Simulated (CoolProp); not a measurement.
Vapour-liquid equilibrium of R143a (1) + isobutane (2) at 386 kPa; x and y are mole fractions of (1).

The numbers come from the multi-fluid Helmholtz-energy mixture model, Lemmon and Jacobsen 2000 and Bücker 2006; pair parameters Bell 2016 in CoolProp.

### Question
Give the bubble temperature and the first vapour's composition at x = 0.35, 0.5, 0.725. Is there an azeotrope?

### Answer
x = 0.35: 266.4 K, y = 0.732; x = 0.5: 263.5 K, y = 0.781; x = 0.725: 260.8 K, y = 0.845. No azeotrope shows between x = 0.05 and 0.95.

The pair parameters rest on a limited set of measurements; away from them the model extrapolates. With so large a gap from Raoult's law the liquid may split in two, which this calculation doesn't test in full.
